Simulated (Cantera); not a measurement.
Charge: 1 mol AlN, 0.085 mol H2O, 4.6 mol N2, held at 798 K and 2.20 bar.

These are equilibrium values from Cantera (NASA tables, ideal gas, pure condensed phases), not measurements of a reactor. Candidate condensed phases: Al, AlN, Al2O3, H2O; 35 gas species. Rates play no part.

Base state: N2 0.982, H2 0.0180, NH3 1.61e-5 (mole fractions); condensed: AlN(s) + Al2O3(s).

What changes in the equilibrium state with this change: AlN replaced by PbO?


| species | before | after |
|---|---|---|
| N2 | 0.982 | 0.982 |
| H2O | <1e-9 | 0.0181 |
| H2 | 0.0180 | <1e-9 |
| NH3 | 1.61e-5 | <1e-9 |
| AlN(s), mol | 0.943 | 0 |
| Al2O3(s), mol | 0.0283 | 0 |
| PbO(yellow), mol | 0 | 1.00 |
Further candidate phases: Pb, PbO, PbO2, Pb3O4.
